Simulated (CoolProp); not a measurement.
A single-stage vapour-compression cycle with propyne: evaporating at 288.15 K (dew point), condensing at 308.15 K (bubble point), superheat 5 K, subcooling 8 K, compressor efficiency 0.8, no pressure losses. Each further row changes one setting.

Computed with CoolProp (reference Helmholtz-energy equation of state, Polt 1992). This equation is an older, rougher fit; its heat capacities, sound speeds and derivatives of the liquid may be far off and weren't checked against measurements.

| case | cooling COP | pressure ratio | discharge temperature (K) | refrigerating effect (kJ/kg) | volumetric capacity (kJ/m³) |
|---|---|---|---|---|---|
| as stated | 11.1 | 1.78 | 324.2 | 460 | 3560 |
| evaporating temperature 293.15 K | ___ | 1.53 | ___ | 465 | 4170 |
| condensing temperature 303.15 K | 15.0 | 1.55 | 316.7 | 471 | 3650 |
| subcooling 13 K | 11.4 | 1.78 | 324.2 | 471 | 3650 |
| superheat 15 K | 11.0 | 1.78 | 334.5 | 477 | ___ |
| compressor efficiency 0.7 | ___ | 1.78 | ___ | 460 | 3560 |

**Question.** Complete the blanks.

**Answer.** 
- evaporating temperature 293.15 K, cooling COP: 15.2
- evaporating temperature 293.15 K, discharge temperature (K): 321.2
- superheat 15 K, volumetric capacity (kJ/m³): 3530
- compressor efficiency 0.7, cooling COP: 9.70
- compressor efficiency 0.7, discharge temperature (K): 327.4
